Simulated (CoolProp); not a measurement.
Values from CoolProp's reference Helmholtz-energy equation of state, Zhou 2012.

Question: Give the vapour pressure (MPa), vapour density (kg/m³), surface tension (mN/m), vapour viscosity (µPa s) of saturated m-xylene at 294.3, 304.8, 330.9 K.

Answer: 
```tsv
T (K)	p (MPa)	vapour density (kg/m³)	surface tension (mN/m)	vapour viscosity (µPa s)
294.3	0.000891	0.0387	28.5	6.53
304.8	0.00163	0.0682	27.4	6.72
330.9	0.00596	0.231	24.5	7.21
```

Viscosity comes from a separate model (Cao 2016). Surface tension comes from a separate correlation (Mulero 2014).
